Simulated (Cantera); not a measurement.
What does this Cantera script print?

```python
import numpy as np
import cantera as ct

gas = ct.Solution("h2o2.yaml")
gas.TPX = 1350, 19000, {'H2': 0.77, 'O2': 1, 'N2': 13}
reactor = ct.IdealGasConstPressureReactor(gas, energy="off", clone=False)
net = ct.ReactorNet([reactor])
net.rtol, net.atol = 1e-08, 1e-18
show = ['H2', 'O2', 'O', 'H', 'OH', 'H2O']
times = np.geomspace(1e-06, 1, 15)

steps = ct.SolutionArray(gas, extra=["t"])
rows = []
print(f"{'t/s':>10s}{'T/K':>9s}{'P/Pa':>11s}" + "".join(f"{s:>11s}" for s in show))
for t in times:
    while net.time < t:
        t_next = net.step()
        steps.append(gas.state, t=t_next)
    rows.append([np.interp(t, steps.t, y) for y in (steps.T, steps.P, *steps(*show).X.T)])
    print(f"{t:10.3e}{rows[-1][0]:9.1f}{rows[-1][1]:11.4g}" + "".join(f"{x:11.3e}" for x in rows[-1][2:]))
rate = np.gradient(steps.T, steps.t)
print("integrator steps:", len(steps.t))
if steps.T.max() > steps.T[0] + 200:
    print(f"time of steepest temperature rise: {steps.t[rate.argmax()]:.4e} s")
gas.TPX = 1350, 19000, {'H2': 0.77, 'O2': 1, 'N2': 13}
gas.equilibrate("TP")
print(f"equilibrium (TP): T = {gas.T:.1f} K  " + "  ".join(f"{s} {gas[s].X[0]:.3e}" for s in show))
```

Output:

```
       t/s      T/K       P/Pa         H2         O2          O          H         OH        H2O
 1.000e-06   1350.0    1.9e+04  5.213e-02  6.770e-02  1.156e-11  5.629e-10  1.122e-11  1.080e-12
 2.683e-06   1350.0    1.9e+04  5.213e-02  6.770e-02  7.785e-11  1.479e-09  7.215e-11  1.917e-11
 7.197e-06   1350.0    1.9e+04  5.213e-02  6.770e-02  4.828e-10  3.944e-09  4.086e-10  3.041e-10
 1.931e-05   1350.0    1.9e+04  5.213e-02  6.770e-02  2.807e-09  1.255e-08  2.125e-09  4.325e-09
 5.179e-05   1350.0    1.9e+04  5.213e-02  6.770e-02  2.310e-08  8.009e-08  1.655e-08  7.418e-08
 1.389e-04   1350.0    1.9e+04  5.212e-02  6.770e-02  1.441e-06  4.786e-06  1.023e-06  6.217e-06
 3.728e-04   1350.0    1.9e+04  1.156e-02  4.749e-02  8.101e-03  1.944e-02  3.093e-03  2.936e-02
 1.000e-03   1350.0    1.9e+04  3.915e-03  4.275e-02  8.015e-03  1.352e-02  2.449e-03  4.073e-02
 2.683e-03   1350.0    1.9e+04  2.039e-03  4.237e-02  3.522e-03  4.282e-03  1.749e-03  4.813e-02
 7.197e-03   1350.0    1.9e+04  4.725e-04  4.246e-02  7.486e-04  4.303e-04  8.283e-04  5.236e-02
 1.931e-02   1350.0    1.9e+04  6.104e-05  4.266e-02  9.522e-05  1.951e-05  2.965e-04  5.330e-02
 5.179e-02   1350.0    1.9e+04  9.264e-06  4.272e-02  1.473e-05  1.186e-06  1.171e-04  5.346e-02
 1.389e-01   1350.0    1.9e+04  2.042e-06  4.274e-02  3.321e-06  1.266e-07  5.565e-05  5.350e-02
 3.728e-01   1350.0    1.9e+04  5.896e-07  4.274e-02  9.730e-07  2.006e-08  3.012e-05  5.351e-02
 1.000e+00   1350.0    1.9e+04  2.185e-07  4.275e-02  3.625e-07  4.582e-09  1.837e-05  5.352e-02
integrator steps: 1812
equilibrium (TP): T = 1350.0 K  H2 1.220e-07  O2 4.275e-02  O 2.015e-07  H 1.923e-09  OH 1.369e-05  H2O 5.352e-02
```

Detailed kinetics in Cantera: the H2/O2 subset of GRI-Mech 3.0, which has no nitrogen chemistry. The temperature is held fixed by assumption; the heat of reaction is taken as removed at once.
